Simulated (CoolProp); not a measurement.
Vapour-liquid equilibrium of CHF3 (R23) (1) + propylene (2) at 0.928 bar; x and y are mole fractions of (1).

The numbers come from the multi-fluid Helmholtz-energy mixture model, Penoncello 2003 and Lemmon 2013; pair parameters Bell 2016 in CoolProp.

**Question.** Give the bubble temperature and the first vapour's composition at x = 0.35, 0.65, 0.95. Is there an azeotrope?

**Answer.** x = 0.35: 192.7 K, y = 0.854; x = 0.65: 190.8 K, y = 0.885; x = 0.95: 189.7 K, y = 0.959. No azeotrope shows between x = 0.05 and 0.95.

The pair parameters rest on a limited set of measurements; away from them the model extrapolates. With so large a gap from Raoult's law the liquid may split in two, which this calculation doesn't test in full.
